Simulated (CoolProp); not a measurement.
Model: reference Helmholtz-energy equation of state, Younglove 1994, in CoolProp. It is a modified Benedict-Webb-Rubin equation, recast in Helmholtz form.

Problem. Give the vapour pressure (MPa), liquid density (kg/m³), vapour density (kg/m³) of saturated R123 at -10.65, 40.75 °C.

Solution. 
| T (°C) | p (MPa) | liquid density (kg/m³) | vapour density (kg/m³) |
|---|---|---|---|
| -10.65 | 0.0196 | 1550 | 1.39 |
| 40.75 | 0.158 | 1420 | 9.86 |
